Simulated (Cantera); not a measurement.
An isothermal, constant-pressure homogeneous reactor starts with C₂H₄ : H₂ = 1 : 8.5 (molar parts), at 1825 K and 0.158 atm. Integrator tolerance rtol = 1e-08.

Model: GRI-Mech 3.0 (53 species, 325 reactions), integrated in Cantera. GRI-Mech 3.0 was tuned for natural gas; its chemistry of ethylene as a main component is partial and can be far from experiment. GRI-Mech 3.0 stops at C3 and has no aromatics, soot or wall deposition, so with more carbon than oxygen in the feed, carbon stays in small species such as C2H2 where larger ones or solid carbon would form.

Problem. What does this change do: temperature 1825 to 1550 K?

Solution. 
```json
[
 {"quantity": "x(C₂H₄) at 4.00 s", "before": "0.000266 (gas-phase equilibrium 0.000266)", "after": "0.00221 (gas-phase equilibrium 0.00212)"},
 {"quantity": "x(H₂) at 4.00 s", "before": "0.903 (gas-phase equilibrium 0.903)", "after": "0.898 (gas-phase equilibrium 0.893)"},
 {"quantity": "x(H) at 4.00 s", "before": "0.00105 (gas-phase equilibrium 0.00105)", "after": "7.86e-5 (gas-phase equilibrium 7.49e-5)"},
 {"quantity": "x(CH₃) at 4.00 s", "before": "4.74e-5 (gas-phase equilibrium 4.75e-5)", "after": "1.94e-5 (gas-phase equilibrium 3.37e-5)"},
 {"quantity": "x(C₂H₆) at 4.00 s", "before": "4.37e-8 (gas-phase equilibrium 4.37e-8)", "after": "1.26e-6 (gas-phase equilibrium 1.80e-6)"},
 {"quantity": "x(C₂H₂) at 4.00 s", "before": "0.0941 (gas-phase equilibrium 0.0941)", "after": "0.0888 (gas-phase equilibrium 0.0853)"}
]
```
